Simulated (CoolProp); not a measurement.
The numbers come from the reference Helmholtz-energy equation of state, Lemmon 2006 in CoolProp. It is a short technical equation, of lower accuracy than the large ones.

Task: Give the vapour pressure (bar), liquid density (kg/m³), vapour density (kg/m³), surface tension (mN/m) of saturated n-nonane at 435, 488.5 K.

Result: 
```csv
T (K),p (bar),liquid density (kg/m³),vapour density (kg/m³),surface tension (mN/m)
435,1.35,599,5.14,10.2
488.5,4.31,543,16.2,6.12
```

Surface tension comes from a separate correlation (Mulero 2012).
